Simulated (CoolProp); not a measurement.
Vapour-liquid equilibrium of carbon dioxide (1) + cyclopentane (2) at 268.5 K; x and y are mole fractions of (1).

Values from CoolProp's multi-fluid Helmholtz-energy mixture model, Span 1996 and Gedanitz 2015; pair parameters Bell 2016.

Question: Give the bubble pressure and the first vapour's composition at x = 0.2, 0.35, 0.8. Is there an azeotrope?

Answer: x = 0.2: 1.103 MPa, y = 0.988; x = 0.35: 1.677 MPa, y = 0.992; x = 0.8: 2.474 MPa, y = 0.995. No azeotrope shows between x = 0.05 and 0.95.

Pair parameters are fitted to limited data, so mixtures are less certain than the pure fluids. The gap from Raoult's law changes sign with composition, which may be real or a fault of the pair parameters; it wasn't checked against measurements. With so large a gap from Raoult's law the liquid may split in two, which this calculation doesn't test in full.
